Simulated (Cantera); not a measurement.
# Silicon oxide and oxynitride deposition: SiH4 + O3 + N2

Charge: 1 mol SiH4, a varied amount of O3, 92 mol N2, held at 975 °C and 0.133 bar.

Equilibrium computed with Cantera from the NASA thermochemical tables; the gas is ideal and each condensed phase is pure. Candidate condensed phases: H2O, Si, SiO2, Si2N2O, Si3N4; 35 gas species. N2 is the only nitrogen source here; it is nearly inert below about 1500 K, so the nitride shown seldom forms there in practice. Mutual solubility and eutectic melting of coexisting phases are not modelled. The tables hold silica as quartz up to 1696 K and as liquid above; real silica turns to tridymite and cristobalite and melts near 1996 K. Kinetics and transport are ignored.

From 0.24 mol O3 to 0.66 mol O3 the condensed part is SiO2(β-quartz) + Si2N2O(s). From 0.81 mol O3 to 2.8 mol O3 the condensed part is SiO2(β-quartz).

```json
[
 {"n(O3) (mol)": "0.24", "x N2": "0.979", "x O2": "<1e-12", "x H2": "0.0214", "x H2O": "4.36e-6", "x NO": "<1e-12", "x OH": "<1e-12", "n SiO2(β-quartz)": "0.146", "n Si2N2O(s)": "0.427"},
 {"n(O3) (mol)": "0.29", "x N2": "0.979", "x O2": "<1e-12", "x H2": "0.0214", "x H2O": "4.36e-6", "x NO": "<1e-12", "x OH": "<1e-12", "n SiO2(β-quartz)": "0.246", "n Si2N2O(s)": "0.377"},
 {"n(O3) (mol)": "0.36", "x N2": "0.979", "x O2": "<1e-12", "x H2": "0.0213", "x H2O": "4.35e-6", "x NO": "<1e-12", "x OH": "<1e-12", "n SiO2(β-quartz)": "0.386", "n Si2N2O(s)": "0.307"},
 {"n(O3) (mol)": "0.44", "x N2": "0.979", "x O2": "<1e-12", "x H2": "0.0213", "x H2O": "4.35e-6", "x NO": "<1e-12", "x OH": "<1e-12", "n SiO2(β-quartz)": "0.546", "n Si2N2O(s)": "0.227"},
 {"n(O3) (mol)": "0.54", "x N2": "0.979", "x O2": "<1e-12", "x H2": "0.0213", "x H2O": "4.35e-6", "x NO": "<1e-12", "x OH": "<1e-12", "n SiO2(β-quartz)": "0.746", "n Si2N2O(s)": "0.127"},
 {"n(O3) (mol)": "0.66", "x N2": "0.979", "x O2": "<1e-12", "x H2": "0.0213", "x H2O": "4.34e-6", "x NO": "<1e-12", "x OH": "<1e-12", "n SiO2(β-quartz)": "0.986", "n Si2N2O(s)": "0.00680"},
 {"n(O3) (mol)": "0.81", "x N2": "0.979", "x O2": "<1e-12", "x H2": "0.0167", "x H2O": "0.00457", "x NO": "1.69e-11", "x OH": "4.64e-10", "n SiO2(β-quartz)": "1.00", "n Si2N2O(s)": "0"},
 {"n(O3) (mol)": "1", "x N2": "0.979", "x O2": "<1e-12", "x H2": "0.0106", "x H2O": "0.0106", "x NO": "6.18e-11", "x OH": "1.35e-9", "n SiO2(β-quartz)": "1.00", "n Si2N2O(s)": "0"},
 {"n(O3) (mol)": "1.2", "x N2": "0.979", "x O2": "<1e-12", "x H2": "0.00426", "x H2O": "0.0170", "x NO": "2.47e-10", "x OH": "3.42e-9", "n SiO2(β-quartz)": "1.00", "n Si2N2O(s)": "0"},
 {"n(O3) (mol)": "1.5", "x N2": "0.976", "x O2": "0.00263", "x H2": "3.77e-8", "x H2O": "0.0212", "x NO": "3.47e-5", "x OH": "1.43e-6", "n SiO2(β-quartz)": "1.00", "n Si2N2O(s)": "0"},
 {"n(O3) (mol)": "1.8", "x N2": "0.971", "x O2": "0.00736", "x H2": "2.24e-8", "x H2O": "0.0211", "x NO": "5.79e-5", "x OH": "1.85e-6", "n SiO2(β-quartz)": "1.00", "n Si2N2O(s)": "0"},
 {"n(O3) (mol)": "2.3", "x N2": "0.964", "x O2": "0.0151", "x H2": "1.55e-8", "x H2O": "0.0210", "x NO": "8.27e-5", "x OH": "2.20e-6", "n SiO2(β-quartz)": "1.00", "n Si2N2O(s)": "0"},
 {"n(O3) (mol)": "2.8", "x N2": "0.956", "x O2": "0.0228", "x H2": "1.25e-8", "x H2O": "0.0208", "x NO": "0.000101", "x OH": "2.43e-6", "n SiO2(β-quartz)": "1.00", "n Si2N2O(s)": "0"}
]
```
x: gas mole fraction; n: condensed amount in mol.
